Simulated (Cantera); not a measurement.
What does this Cantera script print?

```python
import numpy as np
import cantera as ct

gas_names = """
    Cu CuO Cu2 H HNO HNO2 HNO3 HO2 H2 H2O H2O2 N NH NH2 NH3 NH2OH NO NO2 NO3 N2 N2H2 N2H4 N2O O OH O2 O3
""".split()
cond_names = """
    Cu(cr) Cu(L) CuO(s) CuO2H2(s) Cu2O(s) Cu2O(L) H2O(s) H2O(L)
""".split()


def load(file, names, dense=False):
    # The tables refer to 1 bar. Condensed volumes are neglected.
    table = {s.name: s for s in ct.Species.list_from_file(file)}
    out = []
    for n in names:
        d = dict(table[n].input_data)
        d["thermo"] = dict(d["thermo"], **{"reference-pressure": 1e5})
        if dense:
            d["equation-of-state"] = {"model": "constant-volume", "density": "1e6 g/cm^3"}
        out.append(ct.Species.from_dict(d))
    return out


gas = ct.Solution(thermo="ideal-gas", species=load("nasa_gas.yaml", gas_names))
cond = {s.name: ct.Solution(thermo="fixed-stoichiometry", species=[s], name=s.name)
        for s in load("nasa_condensed.yaml", cond_names, dense=True)}
atoms = {
    'CuO': {'Cu': 1, 'O': 1},
    'H2': {'H': 2},
    'N2': {'N': 2},
}
top_T = {'CuO(s)': 1390}  # K; cautious upper limits of use, not melting points


def equilibrate(T, P, feed):
    n = {}
    for name, mol in feed.items():
        for a, k in atoms[name].items():
            n[a] = n.get(a, 0.0) + k * mol
    gas.TPX = T, P, n
    mass = sum(n.values()) * gas.mean_molecular_weight
    gas.equilibrate("TP")
    valid = [c for c in cond.values() if c.min_temp <= T <= top_T.get(c.name, c.max_temp)]
    mix = ct.Mixture([(gas, mass / gas.mean_molecular_weight)] + [(c, 0.0) for c in valid])
    mix.T, mix.P = T, P
    mix.equilibrate("TP", solver="vcs", rtol=1e-11, max_steps=5000)
    return mix


results = []
feed = {'CuO': 1, 'H2': 53, 'N2': 90}  # mol
T = 1423.15  # K
P = 8700  # Pa
mix = equilibrate(T, P, feed)
results.append((T, P, feed, dict(zip(mix.species_names, mix.species_moles))))
x = sorted(zip(gas.X, gas.species_names), reverse=True)
print(f"T = {T:g} K  P = {P:g} Pa  gas = {mix.phase_moles(0):.4g} mol")
print("   x: " + "  ".join(f"{s} {v:.3e}" for v, s in x if v > 0.0001))
print("   condensed (mol): " + ("  ".join(f"{mix.phase(i).name} {mix.phase_moles(i):.4g}"
      for i in range(1, mix.n_phases) if mix.phase_moles(i) > 1e-12) or "none"))
```

It prints:

```
T = 1423.15 K  P = 8700 Pa  gas = 143 mol
   x: N2 6.294e-01  H2 3.636e-01  H2O 6.993e-03
   condensed (mol): Cu(L) 0.9965
```

Method: chemical equilibrium by Gibbs-energy minimisation in Cantera with the NASA 1993 tables (ideal gas, pure condensed phases).
